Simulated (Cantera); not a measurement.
A closed system holds: 1 mol C2F6, 0.064 mol F2.

Method: chemical equilibrium by Gibbs-energy minimisation in Cantera with the NASA 1993 tables (ideal gas, pure condensed phases). Candidate condensed phases: C; 13 gas species. The feed counts by its element totals alone. Equilibrium is a limit: real reactors are often held back by kinetics, nucleation or transport.

Stable condensed phases, one row left out:

```
T in K \ P in Pa
              1    4.2     18     75    320   1300   5600  24000 100000
   3200       A      A      A      A      A      A      A      B      A
   3100       A      A      A      A      A      A      B      B      A
   3000       A      A      A      A      A      B      B      A      A
   2900       A      A      A      A      B      B      B      A      A
   2700       A      A      B      B      B      B      A      A      A
   2600       A      B      B      B      B      B      A      A      B
   2500       B      B      B      B      B      B      A      B      B
   2400       B      B      B      B      B      A      B      B      B
   2300       B      B      B      B      B      B      B      B      B
   2200       B      B      B      B      B      B      B      B      B
   2100       B      B      B      B      B      B      B      B      B
   2000       B      B      B      B      B      B      B      B      B
```

A: gas only; B: C.

### Question
Give the row for 2800 K.

### Answer
1: gas only; 4.2: gas only; 18: gas only; 75: C; 320: C; 1300: C; 5600: C; 24000: gas only; 100000: gas only.
